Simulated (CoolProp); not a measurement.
Saturation properties of R11 (Tc = 198.0 °C, pc = 4.408 MPa, ω = 0.189).

The numbers come from the reference Helmholtz-energy equation of state, Jacobsen 1992 in CoolProp.

```tsv
T (°C)	p (MPa)	surface tension (mN/m)	liquid viscosity (µPa s)
8.15	0.05637	20.0	516
31.05	0.1305	17.0	408
53.85	0.2639	14.2	330
76.75	0.4835	11.4	269
99.55	0.8160	8.81	220
122.45	1.296	6.33	178
145.25	1.952	4.05	142
168.05	2.827	2.00	107
```

It boils at 23.7 °C under 1 atm.

Viscosity comes from a separate model (Klein 1997), an estimate that may be off by 10 % or more. Surface tension comes from a separate correlation (Mulero 2012).
